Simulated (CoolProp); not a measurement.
The numbers come from the reference Helmholtz-energy equation of state, Lemmon 2006 in CoolProp. It is a short technical equation, of lower accuracy than the large ones.

Task: For toluene, give the phase and the Z, speed of sound (m/s), Joule-Thomson coefficient (K/MPa), expansivity (1/kK) at 307.7 K and 5.63 MPa.

Result: 
- 307.7 K and 5.63 MPa: liquid; Z 0.236, speed of sound 1290, Joule-Thomson coefficient -0.455, expansivity 1.06
